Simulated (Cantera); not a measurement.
Input: 1 mol Cu2O, 71 mol H2, equilibrated at 1900 °C.

Equilibrium computed with Cantera from the NASA thermochemical tables; the gas is ideal and each condensed phase is pure. Candidate condensed phases: Cu, CuO, Cu(OH)2, Cu2O, H2O; 12 gas species. Rates play no part.

Problem. Which condensed phases are stable at each of these points (P (Pa)): 10, 52, 270, 1400, 7200, 37000, 190000, 1000000?

Solution. 
| P (Pa) | condensed phases | Cu condensed (%) |
|---|---|---|
| 10 | gas only | 0.0 |
| 52 | gas only | 0.0 |
| 270 | gas only | 0.0 |
| 1400 | gas only | 0.0 |
| 7200 | gas only | 0.0 |
| 37000 | gas only | 0.0 |
| 190000 | Cu(l) | 63.9 |
| 1000000 | Cu(l) | 93.2 |

From 10.0 Pa to 0.370 bar nothing is condensed. From 1.90 bar to 10.0 bar the condensed part is Cu(l).
